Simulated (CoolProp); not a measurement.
Hexamethyldisiloxane (MM) along the isotherm 346.85 °C: Z from the reference equation and from simpler models built on Tc = 245.6 °C, pc = 1931 kPa, ω = 0.418; each cubic takes its own stable root.

Model: reference Helmholtz-energy equation of state, Thol 2016, in CoolProp.

| p (kPa) | phase | reference | Pitzer virial | van der Waals | Soave-Redlich-Kwong | Peng-Robinson |
|---|---|---|---|---|---|---|
| 121 | gas | 0.9883 | 0.9890 | 0.9879 | 0.9894 | 0.9875 |
| 241 | gas | 0.9766 | 0.9781 | 0.9758 | 0.9789 | 0.9751 |
| 362 | gas | 0.9648 | 0.9671 | 0.9633 | 0.9683 | 0.9626 |
| 483 | gas | 0.9529 | 0.9560 | 0.9506 | 0.9576 | 0.9501 |
| 603 | gas | 0.9410 | 0.9451 | 0.9378 | 0.9470 | 0.9377 |
| 724 | gas | 0.9290 | 0.9341 | 0.9245 | 0.9363 | 0.9252 |
| 845 | gas | 0.9170 | 0.9231 | 0.9111 | 0.9255 | 0.9127 |
| 966 | gas | 0.9050 | 0.9121 | 0.8973 | 0.9147 | 0.9002 |
